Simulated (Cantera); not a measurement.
A Cantera script and its output.

```python
import numpy as np
import cantera as ct

surf = ct.Interface("ptcombust.yaml", "Pt_surf")
gas = surf.adjacent["gas"]
gas.TPX = 300, 5400, {'CH4': 0.014, 'O2': 0.051, 'N2': 0.79}
jet = ct.ImpingingJet(gas=gas, width=0.031, surface=surf)
jet.inlet.mdot, jet.inlet.T, jet.inlet.X = 0.083, 300, {'CH4': 0.014, 'O2': 0.051, 'N2': 0.79}
jet.set_refine_criteria(ratio=10, slope=0.2, curve=0.3)
show, cover = ['CH4', 'O2', 'H2O', 'OH', 'CO', 'CO2'], ["PT(S)", "H(S)", "O(S)", "OH(S)", "CO(S)", "C(S)"]

rows = []
print(f"{'Ts/K':>7s}" + "".join(f"{s:>11s}" for s in show + cover) + "   (gas at the wall, coverages)")
for i, Ts in enumerate([850, 900, 950, 1000, 1050, 1100, 1150, 1200]):
    jet.surface.T = Ts
    if i == 0:
        surf.TP = Ts, 5400
        surf.coverages = "PT(S):0.5, O(S):0.5"
        surf.advance_coverages(1.0)
        jet.set_initial_guess(products="inlet")
    jet.solve(loglevel=0, auto=(i == 0))
    rows.append([*(jet.X[gas.species_index(s), -1] for s in show), *surf[cover].coverages])
    print(f"{Ts:7g}" + "".join(f"{x:11.3e}" for x in rows[-1]))
```

It prints:

```
   Ts/K        CH4         O2        H2O         OH         CO        CO2      PT(S)       H(S)       O(S)      OH(S)      CO(S)       C(S)   (gas at the wall, coverages)
    850  1.364e-02  5.385e-02  5.125e-03  5.137e-09  4.303e-06  3.332e-03  1.962e-01  1.917e-08  8.033e-01  5.547e-04  8.509e-06  2.174e-08
    900  1.163e-02  4.960e-02  8.854e-03  2.079e-08  5.302e-06  5.771e-03  2.709e-01  5.910e-08  7.284e-01  6.501e-04  7.164e-06  2.549e-08
    950  9.577e-03  4.526e-02  1.266e-02  6.801e-08  6.117e-06  8.265e-03  3.496e-01  1.461e-07  6.497e-01  6.801e-04  5.529e-06  2.647e-08
   1000  7.796e-03  4.150e-02  1.593e-02  1.873e-07  6.884e-06  1.042e-02  4.286e-01  3.080e-07  5.707e-01  6.586e-04  4.106e-06  2.568e-08
   1050  6.401e-03  3.856e-02  1.848e-02  4.555e-07  7.718e-06  1.210e-02  5.049e-01  5.763e-07  4.945e-01  6.062e-04  3.033e-06  2.415e-08
   1100  5.350e-03  3.635e-02  2.038e-02  9.957e-07  8.750e-06  1.336e-02  5.771e-01  9.922e-07  4.224e-01  5.400e-04  2.282e-06  2.263e-08
   1150  4.621e-03  3.481e-02  2.164e-02  1.990e-06  1.021e-05  1.428e-02  6.433e-01  1.595e-06  3.562e-01  4.691e-04  1.782e-06  2.160e-08
   1200  4.050e-03  3.363e-02  2.264e-02  3.703e-06  1.208e-05  1.494e-02  7.031e-01  2.446e-06  2.965e-01  4.024e-04  1.425e-06  2.077e-08
```

Model: Deutschmann's 1995 Pt surface mechanism with GRI-Mech 3.0 gas chemistry, integrated in Cantera. Catalytic surfaces can have several steady states; this one follows from the mechanism file's or the stated starting coverage.
